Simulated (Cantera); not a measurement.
An adiabatic, constant-pressure homogeneous reactor starts with CH4 : O2 : N2 = 1 : 1.18 : 4.42 (molar parts), at 1725 K and 3980 Torr. Integrator tolerance rtol = 1e-08.

Computed with Cantera and GRI-Mech 3.0 (53 species, 325 reactions).

What does this change do: pressure from 3980 Torr to 750 Torr?


| quantity | before | after |
|---|---|---|
| time of steepest temperature rise | 54.1 µs | 0.205 ms |
| temperature at 0.100 s | 2852 K | 2760 K |
| equilibrium temperature | 2852 K | 2760 K |
| x(CH4) at 0.100 s | 2.23e-11 (gas-phase equilibrium 2.53e-11) | 1.03e-12 (gas-phase equilibrium 1.19e-12) |
| x(O2) at 0.100 s | 0.000273 (gas-phase equilibrium 0.000273) | 0.000677 (gas-phase equilibrium 0.000677) |
| x(H2O) at 0.100 s | 0.151 (gas-phase equilibrium 0.151) | 0.145 (gas-phase equilibrium 0.145) |
| x(HCO) at 0.100 s | 7.35e-7 (gas-phase equilibrium 7.35e-7) | 2.53e-7 (gas-phase equilibrium 2.53e-7) |
| x(CO2) at 0.100 s | 0.0223 (gas-phase equilibrium 0.0223) | 0.0223 (gas-phase equilibrium 0.0223) |

What does this change do: N2 4.42 to 10 parts?


```
quantity                                                              before                                      after
---------------------------------  -----------------------------------------  -----------------------------------------
time of steepest temperature rise                                    54.1 µs                                   0.106 ms
temperature at 0.100 s                                                2852 K                                     2464 K
equilibrium temperature                                               2852 K                                     2464 K
x(CH4) at 0.100 s                  2.23e-11 (gas-phase equilibrium 2.53e-11)  1.82e-11 (gas-phase equilibrium 2.05e-11)
x(O2) at 0.100 s                   0.000273 (gas-phase equilibrium 0.000273)    9.50e-6 (gas-phase equilibrium 9.50e-6)
x(H2O) at 0.100 s                        0.151 (gas-phase equilibrium 0.151)      0.0891 (gas-phase equilibrium 0.0891)
x(HCO) at 0.100 s                    7.35e-7 (gas-phase equilibrium 7.35e-7)    1.16e-7 (gas-phase equilibrium 1.16e-7)
x(CO2) at 0.100 s                      0.0223 (gas-phase equilibrium 0.0223)      0.0145 (gas-phase equilibrium 0.0145)
```

What does this change do: constant volume in place of constant pressure?


```tsv
quantity	before	after
time of steepest temperature rise	54.1 µs	49.0 µs
temperature at 0.100 s	2852 K	3088 K
equilibrium temperature	2852 K	3088 K
x(CH4) at 0.100 s	2.23e-11 (gas-phase equilibrium 2.53e-11)	4.93e-11 (gas-phase equilibrium 5.64e-11)
x(O2) at 0.100 s	0.000273 (gas-phase equilibrium 0.000273)	0.000634 (gas-phase equilibrium 0.000634)
x(H2O) at 0.100 s	0.151 (gas-phase equilibrium 0.151)	0.145 (gas-phase equilibrium 0.145)
x(HCO) at 0.100 s	7.35e-7 (gas-phase equilibrium 7.35e-7)	1.73e-6 (gas-phase equilibrium 1.73e-6)
x(CO2) at 0.100 s	0.0223 (gas-phase equilibrium 0.0223)	0.0204 (gas-phase equilibrium 0.0204)
```
Above 3000 K some thermodynamic fits are extrapolated.
